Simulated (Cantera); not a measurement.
BCl₃ + O₂ + N₂ (boron, boron nitride and boron oxide)

Charge: 1 mol BCl₃, 3.8 mol O₂, 1.2 mol N₂, at 1973 K and 75.0 Torr.

Cantera equilibrium calculation (NASA polynomials, part measured and part estimated; ideal gas, pure solids and liquids). Candidate condensed phases: B, BN, B₂O₃; 25 gas species. The tables' values for BOCl are old estimates; treat these amounts as uncertain. The numbers say what is thermodynamically allowed, not how fast it happens.

```
Quantity                             Value
-------------------------------  ---------
x(O₂)                                0.401
x(Cl)                                0.333
x(N₂)                                0.157
x(B₂O₃)                             0.0546
x(Cl₂)                              0.0251
x(BOCl)                             0.0126
x(BO₂)                              0.0106
x(NO)                              0.00438
x(O)                               0.00109
gas amount                       7.556 mol
log10 activity of B(s) (absent)     -10.11
```
